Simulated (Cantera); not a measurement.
Cantera with NASA thermochemical tables; ideal gases at 1 bar, condensed phases pure. Values are per mole of reaction as written; species without (g) are pure solids or liquids, kept so even where they would boil at 1 bar.

2 Mg + O2(g) = 2 MgO

```tsv
T (K)	ΔH° (kJ)	ΔS° (J/K)	ΔG° (kJ)	log10 K
300	-1202.5	-216.4	-1137.6	198.07
400	-1202.6	-216.6	-1115.9	145.72
450	-1202.4	-216.2	-1105.1	128.28
500	…	…	…	…
550	…	…	…	…
600	…	…	…	…
650	…	…	…	…
700	-1200.9	-213.6	-1051.4	78.45
```

**Question.** Complete the blanks.

**Answer.** 
- 500, ΔH° (kJ): -1202.2
- 500, ΔS° (J/K): -215.7
- 500, ΔG° (kJ): -1094.3
- 500, log10 K: 114.32
- 550, ΔH° (kJ): -1201.8
- 550, ΔS° (J/K): -215.1
- 550, ΔG° (kJ): -1083.5
- 550, log10 K: 102.91
- 600, ΔH° (kJ): -1201.5
- 600, ΔS° (J/K): -214.5
- 600, ΔG° (kJ): -1072.8
- 600, log10 K: 93.39
- 650, ΔH° (kJ): -1201.2
- 650, ΔS° (J/K): -214.0
- 650, ΔG° (kJ): -1062.1
- 650, log10 K: 85.35
